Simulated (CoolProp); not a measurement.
Vapour-liquid equilibrium of propylene (1) + R114 (2) at 0.948 MPa; x and y are mole fractions of (1).

Values from CoolProp's multi-fluid Helmholtz-energy mixture model, Lemmon 2013 and Platzer 1990; pair parameters Bell 2016. This equation is an older, rougher fit; its heat capacities, sound speeds and derivatives of the liquid may be far off and weren't checked against measurements.

```
x     bubble temperature (K)  y at the bubble point  dew temperature at overall composition x (K)  liquid density (mol/L)
----  ----------------------  ---------------------  --------------------------------------------  ----------------------
0.05                   347.4                  0.153                                         351.9                   7.607
0.2                    330.0                  0.492                                         345.2                   8.324
0.35                   317.1                  0.685                                         337.8                   9.001
0.5                    308.1                  0.797                                         329.5                   9.662
0.65                   301.6                  0.869                                         319.7                   10.35
0.8                    296.4                  0.926                                         307.8                   11.11
0.95                   291.9                  0.981                                         294.4                   12.00
```

No azeotrope shows between x = 0.05 and 0.95.

The pair parameters rest on a limited set of measurements; away from them the model extrapolates.
